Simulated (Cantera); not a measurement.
A freely propagating, adiabatic, planar premixed flame of CO : H₂ : O₂ : N₂ = 1 : 0.99 : 0.829 : 2.57 (molar parts), equivalence ratio 1.2, unburnt at 598 K and 0.200 bar; mixture-averaged transport, grid criteria slope 0.08 and curve 0.16, no radiation.

Cantera simulation using GRI-Mech 3.0 (53 species, 325 reactions); the numbers are that mechanism's predictions, not measurements. Burning velocities carry a grid error of a few per cent, more on coarse grids.

### Question
What does this change do: inlet temperature 598 to 550 K?

### Answer
| quantity | before | after |
|---|---|---|
| laminar burning velocity | 513 cm/s | 444 cm/s |
| thermal thickness | 4.30 mm | 4.17 mm |
| peak x(H₂O₂) | 1.86e-6 | 3.34e-6 |

### Question
What does this change do: N2 2.57 to 3.3 parts?

### Answer
```
quantity                    before     after
------------------------  --------  --------
laminar burning velocity  513 cm/s  436 cm/s
thermal thickness          4.30 mm   4.74 mm
peak x(H₂O₂)               1.86e-6   1.80e-6
```
